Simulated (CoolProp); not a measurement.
Properties of benzene along the isobar 7.32 MPa (Tc = 562.0 K, pc = 4.906 MPa, ω = 0.211).

Values from CoolProp's reference Helmholtz-energy equation of state, Thol 2012.

| T (K) | phase | density (kg/m³) | cv (kJ/(kg K)) | speed of sound (m/s) | expansivity (1/kK) | conductivity (mW/(m K)) |
|---|---|---|---|---|---|---|
| 364.2 | liquid | 810.4 | 1.405 | 1051 | 1.328 | 124 |
| 370.5 | liquid | 803.6 | 1.424 | 1026 | 1.350 | 122 |
| 376.9 | liquid | 796.6 | 1.443 | 1001 | 1.374 | 120 |
| 383.2 | liquid | 789.7 | 1.461 | 976.6 | 1.398 | 119 |
| 389.5 | liquid | 782.7 | 1.480 | 952.3 | 1.425 | 117 |
| 395.9 | liquid | 775.5 | 1.499 | 927.9 | 1.453 | 115 |
| 402.2 | liquid | 768.3 | 1.517 | 904.2 | 1.483 | 114 |
| 408.5 | liquid | 761.1 | 1.536 | 880.6 | 1.515 | 112 |
| 414.9 | liquid | 753.7 | 1.554 | 856.8 | 1.550 | 110 |
| 421.2 | liquid | 746.3 | 1.572 | 833.6 | 1.587 | 108 |
| 427.6 | liquid | 738.6 | 1.591 | 810.1 | 1.628 | 107 |
| 433.9 | liquid | 731.0 | 1.609 | 787.1 | 1.671 | 105 |

Thermal conductivity comes from a separate model (Assael 2012).
